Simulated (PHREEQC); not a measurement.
A PHREEQC speciation (ion-association model, phreeqc.dat) at 25 °C gives pH 4.57 and these molalities:

| species | mol/kgw |
|---|---|
| Na+ | 0.0890 |
| SO4-2 | 0.0604 |
| Cl- | 0.0393 |
| MgSO4 | 0.0381 |
| Mg+2 | 0.0349 |
| NaSO4- | 0.00701 |
| CdSO4 | 0.00688 |
| CdCl+ | 0.00577 |
| Cd+2 | 0.00560 |
| Cd(SO4)2-2 | 0.00429 |
| CdCl2 | 0.000449 |
| HSO4- | 5.56e-5 |
| H+ | 3.44e-5 |
| CdCl3- | 1.12e-5 |
| CdOHCl | 6.04e-8 |
| CdOH+ | 6.81e-9 |

Q: What are the element totals, and what could have been dissolved in 1 kg of water to give them?

A: One answer among several that fit: totals Cd 0.0230, Cl 0.0460, Mg 0.0730, Na 0.0960, S(6) 0.121 mol/kgw, from 23 mmol/kgw CdCl2, 73 mmol/kgw MgSO4, 0.045 mmol/kgw H2SO4 and 48 mmol/kgw Na2SO4.

This is a speciation only: nothing precipitates in the calculation. Complexes and solids missing from the database can't appear.
